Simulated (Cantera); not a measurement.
A perfectly stirred reactor is fed with CH₄ : C₂H₆ : C₃H₈ : O₂ : N₂ = 1 : 0.53 : 0.077 : 5.89 : 22.1 (molar parts), equivalence ratio 0.72, at 500000 Pa; it is adiabatic with a 525 K inlet, and is followed from long to short residence time, starting on the burning branch (τ in s: 0.024, 0.012, 0.0063, 0.0033, 0.0017, 0.00089, 0.00046, 0.00024, 0.00013, 6.5e-05, 3.4e-05, 1.8e-05, 9.1e-06).

Model: GRI-Mech 3.0 (53 species, 325 reactions), integrated in Cantera.

One state of this run: T (K) = 1976; x CH₄ = 9.05e-5; x C₂H₆ = 1.15e-5; x C₃H₈ = 1.64e-6; x CH₃ = 3.55e-5; x O = 0.00126; x NO = 3.32e-5; x N₂O = 1.41e-6. x: mole fraction; the columns are a selection and need not sum to one.

Question: Which value of τ (s) does it belong to?
A) 0.00024
B) 0.00013
C) 0.012
D) 0.0063

Answer: A, 0.00024
